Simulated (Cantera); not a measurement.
## Thermodynamics of chlorosilane synthesis and conversion, feed SiCl4 + Cl2 + H2

Feed: 1 mol SiCl4, 1.3 mol Cl2, 3.3 mol H2, at 1100 K and 0.100 bar.

Method: chemical equilibrium by Gibbs-energy minimisation in Cantera with the NASA 1993 tables (ideal gas, pure condensed phases). Candidate condensed phases: Si; 19 gas species. The tables' values for SiCl3 are old estimates; treat these amounts as uncertain. Kinetics and transport are ignored.

```yaml
x(HCl): 0.467
x(H2): 0.355
x(SiCl4): 0.176
x(SiHCl3): 0.00197
x(SiCl3): 0.000585
x(SiCl2): 2.71e-5
x(SiH2Cl2): 2.65e-6
gas_amount: 5.602 mol
log10 activity of Si(s) (absent): -4.66
```
